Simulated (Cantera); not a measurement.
# Catalytic combustion on Pt

An isothermal plug-flow reactor at 850 K and 1.10 bar (inlet), inlet velocity 1 m/s, active area per volume 610 1/m; feed 0.908 % H₂, 8.28 % O₂, 90.8 % N₂.

Cantera simulation using Deutschmann's 1995 Pt surface mechanism with GRI-Mech 3.0 gas chemistry; the numbers are that mechanism's predictions, not measurements. Catalytic surfaces can have several steady states; this one follows from the mechanism file's or the stated starting coverage. Mass transfer to the wall is taken as infinitely fast.

| z (m) | x H₂ | x O₂ | x H₂O | θ free Pt | θ O* | θ OH* |
|---|---|---|---|---|---|---|
| 0.00051 | 0.00220 | 0.0796 | 0.00691 | 0.0927 | 0.905 | 0.00224 |
| 0.0011 | 0.000777 | 0.0789 | 0.00834 | 0.0756 | 0.922 | 0.00214 |
| 0.0024 | 0.000106 | 0.0786 | 0.00902 | 0.0689 | 0.929 | 0.00210 |
| 0.0051 | 2.01e-6 | 0.0786 | 0.00912 | 0.0679 | 0.930 | 0.00209 |
| 0.011 | 3.57e-10 | 0.0786 | 0.00912 | 0.0679 | 0.930 | 0.00209 |
| 0.024 | <1e-12 | 0.0786 | 0.00912 | 0.0679 | 0.930 | 0.00209 |
| 0.051 | <1e-12 | 0.0786 | 0.00912 | 0.0679 | 0.930 | 0.00209 |
x: gas mole fraction; θ: surface coverage.
